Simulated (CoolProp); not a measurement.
A Linde-Hampson liquefier for oxygen: isothermal reversible compression at 250 K from 1 atm to 30 MPa, throttling to 1 atm, return gas leaving the recuperator 5 K below the feed. Each further row changes one setting.

The numbers come from the reference Helmholtz-energy equation of state, Schmidt 1985 in CoolProp.

```json
[
 {"case": "as stated", "liquid yield per pass": "0.213", "compression work (kJ/kg of gas)": "352"},
 {"case": "high pressure 60 MPa", "liquid yield per pass": "0.236", "compression work (kJ/kg of gas)": "399"},
 {"case": "warm-end temperature 280 K", "liquid yield per pass": "0.156", "compression work (kJ/kg of gas)": "402"},
 {"case": "warm-end gap 10 K", "liquid yield per pass": "0.203", "compression work (kJ/kg of gas)": "352"}
]
```
